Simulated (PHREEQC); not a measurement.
Synthetic water in mg/L, 65 °C, pH 2.2, pe 8.5: Na 1650; K 13.4; Ca 43.1; Mg 49.9; Cl 712; S(6) as SO4 5260; Al 433; Si as SiO2 1.94.

Na is adjusted to close the charge balance.
Valence states are taken as typed.

Computed with PHREEQC (ion-association model, phreeqc.dat).

| Property | Value |
|---|---|
| ionic strength | 0.105 mol/kgw |
| total alkalinity | -22.3 meq/kg |

```
species    molality  activity   log γ
---------  --------  --------  ------
Na+          0.0510    0.0391  -0.115
Cl-          0.0203    0.0151  -0.127
SO4-2        0.0196   0.00668  -0.468
HSO4-        0.0145    0.0110  -0.118
AlSO4+       0.0116   0.00876  -0.120
H+          0.00777   0.00631  -0.090
Al(SO4)2-   0.00287   0.00218  -0.120
NaSO4-      0.00212   0.00164  -0.113
Al+3        0.00171  0.000263  -0.814
MgSO4       0.00121   0.00124   0.011
```

No solid was allowed to form. Constants without temperature data keep their 25 °C values here.
